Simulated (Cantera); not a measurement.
Charge: 1 mol C₂F₆, 0.043 mol F₂, 3.4 mol H₂, held at 1175 K and 0.0330 Torr.

Cantera equilibrium calculation (NASA polynomials, part measured and part estimated; ideal gas, pure solids and liquids). Candidate condensed phases: C, C₆H₆, C₇H₈, C₈H₁₈; 95 gas species. The feed counts by its element totals alone. The numbers say what is thermodynamically allowed, not how fast it happens.

Base state: HF 0.945, H₂ 0.0554 (mole fractions); condensed: C(graphite).

Question: What changes in the equilibrium state with this change: temperature from 1175 K to 1700 K?

Answer: 
| species | before | after |
|---|---|---|
| HF | 0.945 | 0.942 |
| H₂ | 0.0554 | 0.0527 |
| H | 4.35e-6 | 0.00510 |
| C(graphite), mol | 2.00 | 2.00 |
